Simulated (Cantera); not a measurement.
Si + HCl + H₂ (silicon etching in halogen gases)

Input: 1 mol Si, 28 mol HCl, 3 mol H₂, equilibrated at 1250 °C.

These are equilibrium values from Cantera (NASA tables, ideal gas, pure condensed phases), not measurements of a reactor. Candidate condensed phases: Si; 19 gas species. The tables' values for SiCl₃, SiCl are old estimates; treat these amounts as uncertain. Rates play no part.

```
P (Pa)  x HCl   x H₂   x SiCl₂   x SiCl₄      x Cl   x SiCl₃       x H  x SiHCl₃
------  -----  -----  --------  --------  --------  --------  --------  --------
1       0.819  0.134    0.0315   2.18e-5    0.0132  0.000480   0.00268   4.00e-7
3.60    0.827  0.132    0.0311   8.04e-5   0.00705  0.000915   0.00140   1.44e-6
13      0.832  0.132    0.0302  0.000286   0.00374   0.00170  0.000736   5.07e-6
46      0.833  0.132    0.0283  0.000944   0.00198   0.00299  0.000393   1.68e-5
170     0.831  0.135    0.0245   0.00293   0.00102   0.00491  0.000207   5.37e-5
600     0.825  0.141    0.0184   0.00735  0.000527   0.00673  0.000112  0.000141
2200    0.817  0.150    0.0107    0.0146  0.000265   0.00724   6.04e-5  0.000300
7700    0.810  0.157   0.00489    0.0217  0.000137   0.00597   3.31e-5  0.000473
28000   0.805  0.162   0.00174    0.0269   7.03e-5   0.00396   1.76e-5  0.000607
100000  0.803  0.164  0.000547    0.0297   3.68e-5   0.00233   9.38e-6  0.000682
```
x: gas mole fraction; nothing condenses.

From 1.00e-5 bar to 1.00 bar nothing is condensed. The main Si-bearing gas is SiCl₂ at 1.00e-5 bar and SiCl₄ at 1.00 bar.
